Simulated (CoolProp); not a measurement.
Vapour-liquid equilibrium of R134a (1) + R245fa (2) at 252 kPa; x and y are mole fractions of (1).

Computed with CoolProp (multi-fluid Helmholtz-energy mixture model, Tillner-Roth 1994 and Akasaka 2015; pair parameters Akasaka 2014).

```
x     bubble temperature, mixture model (°C)  bubble temperature, Raoult's law (°C)  y, mixture model  y, Raoult's law
----  --------------------------------------  -------------------------------------  ----------------  ---------------
0.05                                    36.0                                   35.8                 ?            0.180
0.2                                     25.7                                   25.0                 ?            0.528
0.35                                       ?                                   16.8             0.692            0.719
0.5                                     11.0                                   10.4             0.814            0.834
0.65                                     5.6                                    5.2             0.894            0.907
0.8                                        ?                                    0.8             0.950            0.956
0.95                                    -2.9                                   -2.9                 ?            0.991
```

Task: What belongs in the gaps?

Result: 
- 0.05, y, mixture model: 0.162
- 0.2, y, mixture model: 0.496
- 0.35, bubble temperature, mixture model (°C): 17.5
- 0.8, bubble temperature, mixture model (°C): 1.1
- 0.95, y, mixture model: 0.989

The largest gap from Raoult's law is +0.7 K in bubble temperature, at x = 0.35. No azeotrope shows between x = 0.05 and 0.95.

Pair parameters are fitted to limited data, so mixtures are less certain than the pure fluids.
